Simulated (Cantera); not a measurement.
A closed system holds: 1 mol Si₂H₆, 1.2 mol N₂O, 7.7 mol N₂, at 1102 °C and 25.0 Pa.

Cantera equilibrium calculation (NASA polynomials, part measured and part estimated; ideal gas, pure solids and liquids). Candidate condensed phases: H₂O, Si, SiO₂, Si₂N₂O, Si₃N₄; 35 gas species. The feed counts by its element totals alone. Mutual solubility and eutectic melting of coexisting phases are not modelled. The tables hold silica as quartz up to 1696 K and as liquid above; real silica turns to tridymite and cristobalite and melts near 1996 K. Kinetics and transport are ignored.

Base state: N₂ 0.724, H₂ 0.272, SiO 0.00404, H 0.000113 (mole fractions); condensed: SiO₂(β-quartz) + Si₂N₂O(s).

**Question.** What changes in the equilibrium state with this change: Si₂H₆ replaced by TEOS?

**Answer.** 
```tsv
species	before	after
H₂	0.272	0.415
N₂	0.724	0.369
CO	0	0.216
SiO	0.00404	0.000238
HCN	0	0.000158
H	0.000113	0.000140
SiO₂(β-quartz), mol	0.118	0
Si₂N₂O(s), mol	0.919	0
C(graphite), mol	0	1.81
SiC(s), mol	0	0.994
```
Further candidate phases: C, C₆H₆, C₇H₈, C₈H₁₈, SiC.
